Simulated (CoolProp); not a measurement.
Vapour-liquid equilibrium of cis-2-butene (1) + ethanol (2) at 337.8 K; x and y are mole fractions of (1).

The numbers come from the multi-fluid Helmholtz-energy mixture model, Lemmon 2005 and Schroeder 2014; pair parameters Bell 2016 in CoolProp.

### Question
Give the bubble pressure and the first vapour's composition at x = 0.2, 0.8, 0.95. Is there an azeotrope?

### Answer
x = 0.2: 439.3 kPa, y = 0.879; x = 0.8: 595.4 kPa, y = 0.928; x = 0.95: 635.5 kPa, y = 0.972. No azeotrope shows between x = 0.05 and 0.95.

The pair parameters rest on a limited set of measurements; away from them the model extrapolates. With so large a gap from Raoult's law the liquid may split in two, which this calculation doesn't test in full.
